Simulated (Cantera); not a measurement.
A Cantera script and what it prints.

```python
import numpy as np
import cantera as ct

gas_names = """
    CL CL2 H HCL H2 N NH NH2 NH3 N2 N2H2 N2H4 Si SiCL SiCL2 SiCL3 SiCL4 SiH SiHCL3 SiH2 SiH2CL2 SiH3
    SiH3CL SiH4 SiN Si2 Si2N Si3
""".split()
cond_names = """
    NH4CL(a) NH4CL(b) Si(cr) Si(L) Si3N4(a)
""".split()


# ... load() reads the species with a 1 bar reference pressure and builds the phases ...
atoms = {
    'SiH4': {'Si': 1, 'H': 4},
    'HCl': {'H': 1, 'CL': 1},
    'N2': {'N': 2},
}
top_T = {'Si3N4(a)': 2400}  # K; cautious upper limits of use, not melting points


# ... equilibrate(T, P, feed) seeds the gas with the atoms and calls Mixture.equilibrate('TP', solver="vcs", rtol=1e-11, max_steps=5000) ...
results = []
feed = {'SiH4': 1, 'HCl': 0.77, 'N2': 42}  # mol
T = 1200  # K
P = 83000  # Pa
mix = equilibrate(T, P, feed)
results.append((T, P, feed, dict(zip(mix.species_names, mix.species_moles))))
print(gas.report(threshold=1e-06))
for i in range(1, mix.n_phases):
    print(f"{mix.phase(i).name:16s} {mix.phase_moles(i):12.5e} mol")
```

Result:

```
       temperature   1200 K
          pressure   83000 Pa
           density   0.22447 kg/m^3
  mean mol. weight   26.983 kg/kmol
   phase of matter   gas

                          1 kg             1 kmol
                     ---------------   ---------------
          enthalpy        9.7903e+05        2.6417e+07  J
   internal energy        6.0927e+05         1.644e+07  J
           entropy            8713.2        2.3511e+05  J/K
    Gibbs function       -9.4768e+06       -2.5571e+08  J
 heat capacity c_p            1241.8             33507  J/K
 heat capacity c_v            933.64             25192  J/K

                      mass frac. Y      mole frac. X     chem. pot. / RT
                     ---------------   ---------------   ---------------
               HCL          0.023549          0.017429           -38.248
                H2         0.0033891          0.045361           -21.257
               NH3        9.3652e-07        1.4838e-06           -44.688
                N2           0.97301            0.9372           -25.605
             SiCL4        4.3327e-05        6.8817e-06           -125.95
     [  +23 minor]        4.9673e-06        1.0976e-06

Si(cr)            0.00000e+00 mol
Si3N4(a)          3.33217e-01 mol
```

Method: chemical equilibrium by Gibbs-energy minimisation in Cantera with the NASA 1993 tables (ideal gas, pure condensed phases). N2 is the only nitrogen source here; it is nearly inert below about 1500 K, so the nitride shown seldom forms there in practice.
